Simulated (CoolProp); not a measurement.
Saturation properties of propylene glycol (Tc = 400.8 °C, pc = 7.292 MPa, ω = 0.327).

Model: reference Helmholtz-energy equation of state, Eisenbach 2021, in CoolProp.

| T (°C) | p (MPa) | liquid density (kg/m³) | vapour density (kg/m³) | enthalpy of vaporisation (kJ/kg) |
|---|---|---|---|---|
| 224.45 | 0.2814 | 853.3 | 5.407 | 658.7 |
| 235.35 | 0.3693 | [?] | 7.014 | 645.4 |
| 246.35 | 0.4793 | 827.6 | 9.016 | [?] |
| 257.25 | 0.6129 | [?] | 11.44 | 616.7 |
| 268.25 | 0.7765 | 799.6 | 14.43 | 601.1 |
| 279.15 | 0.9713 | 784.7 | 18.01 | 584.6 |
| 290.05 | 1.203 | 769.0 | 22.33 | [?] |
| 301.05 | 1.480 | 752.2 | 27.59 | 547.6 |
| 311.95 | 1.803 | 734.6 | 33.88 | 526.9 |
| 322.95 | [?] | 715.4 | 41.57 | 503.9 |
| 333.85 | 2.622 | 694.9 | [?] | 478.6 |
| 344.85 | 3.134 | 672.1 | 62.41 | [?] |

Question: Some entries are withheld; supply them.

Answer: 
- 235.35, liquid density (kg/m³): 840.8
- 246.35, enthalpy of vaporisation (kJ/kg): 631.4
- 257.25, liquid density (kg/m³): 814.0
- 290.05, enthalpy of vaporisation (kJ/kg): 566.9
- 322.95, p (MPa): 2.183
- 333.85, vapour density (kg/m³): 50.85
- 344.85, enthalpy of vaporisation (kJ/kg): 449.8

It boils at 188.1 °C under 1 atm.
